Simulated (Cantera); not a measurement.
Charge: 1 mol C2H2, 0.019 mol NH3, 26 mol H2, equilibrated at 13.0 Pa.

Method: chemical equilibrium by Gibbs-energy minimisation in Cantera with the NASA 1993 tables (ideal gas, pure condensed phases). Candidate condensed phases: C, C6H6, C7H8, C8H18; 92 gas species. Equilibrium is a limit: real reactors are often held back by kinetics, nucleation or transport.

Over these rows the condensed part is C(graphite). Partial pressures as log10 of bar:

```json
[
 {"T (K)": "1423", "1000/T (1/K)": "0.7027", "log p C2H2 (acetylene)": "-9.35", "log p H2": "-3.89"},
 {"T (K)": "1473", "1000/T (1/K)": "0.6789", "log p C2H2 (acetylene)": "-9.07", "log p H2": "-3.89"},
 {"T (K)": "1523", "1000/T (1/K)": "0.6566", "log p C2H2 (acetylene)": "-8.81", "log p H2": "-3.89"},
 {"T (K)": "1573", "1000/T (1/K)": "0.6357", "log p C2H2 (acetylene)": "-8.57", "log p H2": "-3.89"},
 {"T (K)": "1623", "1000/T (1/K)": "0.6161", "log p C2H2 (acetylene)": "?", "log p H2": "-3.89"},
 {"T (K)": "1673", "1000/T (1/K)": "0.5977", "log p C2H2 (acetylene)": "-8.13", "log p H2": "-3.89"}
]
```

Q: Fit log p(C2H2 (acetylene)) = a + b·(1000/T) to the five rows, give the apparent enthalpy, and predict the row at 1623 K.

A: Means: 1000/T = 0.6543, log p = -8.786. Sxy = -0.075486, Sxx = 0.0065025, so b = -11.61 and a = -8.786 − (-11.61)×0.6543 = -1.19.
Apparent enthalpy: −19.145 × (-11.61) = 222 kJ/mol. With the condensed phases at unit activity, 2 C(graphite) + H2(g) = C2H2 (acetylene)(g) links this pressure to the main gases: over the six rows their terms move log p by +0.00 in all, so the slope is close to that reaction's ΔH°. The five rows lie within 0.01 of the line.
Prediction at 1623 K: -1.19 + (-11.61)×0.6161 = -8.34. The computed value is -8.35, 0.01 from the line.
